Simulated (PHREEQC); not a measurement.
## Nickel, zinc or cadmium bath: an equilibrium model

Solution (25 °C): 8.8 mmol/kgw ZnCl2, 0.069 mmol/kgw Na2SO4 and 0.17 mmol/kgw HCl. Closed to the air; pH follows from the charge balance.

Equilibrium calculation in PHREEQC: ion-association model, wateq4f.dat.

Each row changes one thing in this solution. This is a speciation only: nothing precipitates in the calculation.

| case | pH | ZnCl+ (mol/kgw) | ZnCl2 (mol/kgw) | ZnCl3- (mol/kgw) | ZnOH+ (mol/kgw) | ZnOHCl (mol/kgw) | SI of Zincite(c) (ZnO) |
|---|---|---|---|---|---|---|---|
| as made | 3.83 | 0.000226 | 3.01e-6 | 5.94e-8 | 4.12e-8 | 1.58e-8 | -5.81 |
| HCl left out | 5.56 | 0.000224 | 2.96e-6 | 5.78e-8 | 2.24e-6 | 8.56e-7 | -2.33 |
| diluted 10-fold with water | 4.79 | 3.35e-6 | ? | 1.10e-11 | 5.04e-8 | 2.41e-9 | -4.71 |
| temperature from 25 to 10 °C | 3.83 | 0.000116 | 1.47e-6 | 2.65e-8 | 1.27e-8 | 1.63e-8 | -6.65 |
| 0.0059 mol/kgw KF added | ? | 0.000209 | 2.72e-6 | 5.37e-8 | 2.72e-7 | 1.02e-7 | -4.14 |
| Na2SO4 from 6.9e-05 to 0.000138 mol/kgw | 3.83 | 0.000225 | 3.00e-6 | 5.91e-8 | 4.11e-8 | 1.58e-8 | -5.81 |
| Na2SO4 replaced by NaH2PO4 at the same molality | 3.83 | 0.000227 | 3.02e-6 | 5.96e-8 | 4.15e-8 | 1.60e-8 | -5.80 |

Fill in the missing entries.


- diluted 10-fold with water, ZnCl2 (mol/kgw): 5.55e-9
- 0.0059 mol/kgw KF added, pH: 4.68

At this temperature some constants are extrapolated from 25 °C, and those without enthalpy data are left unchanged.
